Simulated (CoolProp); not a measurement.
Dimethyl carbonate along the isotherm 326.85 °C: fugacity coefficient from the reference equation and from simpler models built on Tc = 283.9 °C, pc = 49.09 bar, ω = 0.346; each cubic takes its own stable root.

The numbers come from the reference Helmholtz-energy equation of state, Zhou 2011 in CoolProp.

| p (bar) | phase | reference |
|---|---|---|
| 0.776 | gas | 0.9957 |
| 1.14 | gas | 0.9937 |
| 1.67 | gas | 0.9908 |
| 2.45 | gas | 0.9866 |
| 3.6 | gas | 0.9803 |
| 5.29 | gas | 0.9711 |
| 7.76 | gas | 0.9577 |
| 11.4 | gas | 0.9382 |
| 16.7 | gas | 0.9102 |
| 24.5 | gas | 0.8695 |
| 36 | gas | 0.8106 |
| 52.9 | supercritical | 0.7257 |
| 77.6 | supercritical | 0.6065 |
| 114 | supercritical | 0.4795 |
| 167 | supercritical | 0.3872 |
| 245 | supercritical | 0.3283 |

Problem. How far does each simpler model (van der Waals, Redlich-Kwong, Soave-Redlich-Kwong, Peng-Robinson) lie from the reference over these 16 states: mean and median of the absolute difference, and the worst?

Solution. 
- van der Waals: mean 1.8 %, median 0.6 %, worst +14.2 % at 326.85 °C and 245 bar
- Redlich-Kwong: mean 0.5 %, median 0.1 %, worst +2.2 % at 326.85 °C and 245 bar
- Soave-Redlich-Kwong: mean 1.8 %, median 0.3 %, worst +10.4 % at 326.85 °C and 245 bar
- Peng-Robinson: mean 0.7 %, median 0.4 %, worst -2.1 % at 326.85 °C and 52.9 bar
